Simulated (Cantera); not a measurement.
Predominance diagram of Li at 627 °C against the partial pressures of O2 and Cl2 (log10, bar). Standard-state values (1 bar) from the NASA 1993 polynomials, evaluated with Cantera. Candidates: Li(l), LiCl(l), Li2O(s). Only these pure phases compete in this equilibrium. Not in the tables: the peroxide.

Question: Which phase is stable at these pairs, and which metal-bearing vapour leads over it? (-15.2, -14); (-31.4, -8.9); (-33, -8.9); (-23.3, -7.6); (-8.7, -14); (-13.6, -7.6); (-33, -5.1)

Answer: 
```csv
log p(O2),log p(Cl2),phase,chief vapour,log p (bar)
-15.2,-14,LiCl(l),Li2Cl2,-4.4
-31.4,-8.9,LiCl(l),Li2Cl2,-4.4
-33,-8.9,LiCl(l),Li2Cl2,-4.4
-23.3,-7.6,LiCl(l),Li2Cl2,-4.4
-8.7,-14,LiCl(l),Li2Cl2,-4.4
-13.6,-7.6,LiCl(l),Li2Cl2,-4.4
-33,-5.1,LiCl(l),Li2Cl2,-4.4
```
